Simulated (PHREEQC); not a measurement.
0.23 g of hydrous ferric oxide (600 m²/g; 0.2 weak and 0.005 strong sites per Fe, Dzombak-Morel constants, diffuse double layer) in 1 kg of water with 0.3 mol/kgw of an inert sodium salt, at 25 °C; the pH is set by adding NaOH or the inert anion's acid. Oxygen is held at 0.21 atm. The system is closed to CO2. Nothing may precipitate in this run.

Base run: PHREEQC, ion-association model, wateq4f.dat. Each further column changes one thing. The table gives surface charge σ (C/m²).

```csv
pH,base,background salt from 0.3 to 0.03 mol/kgw,oxide from 0.23 to 1.2 g/kgw
4,0.349,0.271,0.349
5.33,0.231,0.126,0.231
6,0.154,0.075,0.154
7.33,0.044,0.018,0.044
8.67,-0.031,-0.012,-0.031
10,-0.132,-0.062,-0.132
10.67,-0.205,-0.107,-0.205
12,-0.339,-0.262,-0.339
```
